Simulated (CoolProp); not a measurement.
The fluid at 374.88 K and 15.1 MPa (stagnation) flows isentropically through a choked orifice. The same conditions are run with several fluids, on thermodynamics alone (safety and materials aside).

Computed with CoolProp (reference Helmholtz-energy equation of state of each fluid (carbon dioxide: Span 1996; hydrogen sulfide: Lemmon 2006; sulfur hexafluoride: Guder 2009; hydrogen chloride: Thol 2018)).

```tsv
fluid	throat to inlet pressure ratio	mass flux (kg/(m² s))	throat temperature (K)
carbon dioxide	?	?	324.9
hydrogen sulfide	?	91800	360.0
sulfur hexafluoride	0.500	?	354.8
hydrogen chloride	?	52900	321.7
```

Q: Fill in the missing entries.

A: 
- carbon dioxide, throat to inlet pressure ratio: 0.535
- carbon dioxide, mass flux (kg/(m² s)): 49300
- hydrogen sulfide, throat to inlet pressure ratio: 0.475
- sulfur hexafluoride, mass flux (kg/(m² s)): 104000
- hydrogen chloride, throat to inlet pressure ratio: 0.503
